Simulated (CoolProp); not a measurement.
Properties of octamethyltrisiloxane (MDM) at several states.

Model: reference Helmholtz-energy equation of state, Thol 2017, in CoolProp.

```
T (°C)  p (MPa)   phase  Joule-Thomson coefficient (K/MPa)  fugacity coefficient
------  -------  ------  ---------------------------------  --------------------
222.95     1.68  liquid                             0.2632                0.2581
156.65   0.0873     gas                         (withheld)                0.9428
290.45     5.14  liquid                             0.4648                0.2690
299.85    0.477     gas                         (withheld)            (withheld)
```

Q: Complete the blanks.

A: 
- 156.65, Joule-Thomson coefficient (K/MPa): 23.93
- 299.85, Joule-Thomson coefficient (K/MPa): 10.26
- 299.85, fugacity coefficient: 0.8960
